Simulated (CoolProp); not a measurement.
A closed Brayton cycle with carbon dioxide: compressor inlet 326.15 K and 9.2 MPa, high pressure 32.1 MPa, turbine inlet 645 K, compressor efficiency 0.85, turbine efficiency 0.9, recuperator effectiveness 0.95 (on enthalpy, no pinch check). Each further row changes one setting.

Values from CoolProp's reference Helmholtz-energy equation of state, Span 1996.

| case | thermal efficiency (%) | net work (kJ/kg) | compressor to turbine work | compressor exit (K) | turbine exit (K) |
|---|---|---|---|---|---|
| as stated | 24.7 | 53.4 | 0.55 | 423.7 | 514.7 |
| turbine inlet 595 K | 20.1 | 40.3 | ? | 423.7 | ? |
| compressor inlet 336.15 K | ? | ? | ? | ? | 514.7 |
| high pressure 27.3 MPa | 25.6 | 51.0 | ? | ? | 531.0 |
| recuperator effectiveness 0.5 | 20.2 | 53.4 | 0.55 | 423.7 | 514.7 |

Q: Complete the blanks.

A: 
- turbine inlet 595 K, compressor to turbine work: 0.62
- turbine inlet 595 K, turbine exit (K): 469.7
- compressor inlet 336.15 K, thermal efficiency (%): 21.6
- compressor inlet 336.15 K, net work (kJ/kg): 44.0
- compressor inlet 336.15 K, compressor to turbine work: 0.63
- compressor inlet 336.15 K, compressor exit (K): 444.9
- high pressure 27.3 MPa, compressor to turbine work: 0.51
- high pressure 27.3 MPa, compressor exit (K): 410.7
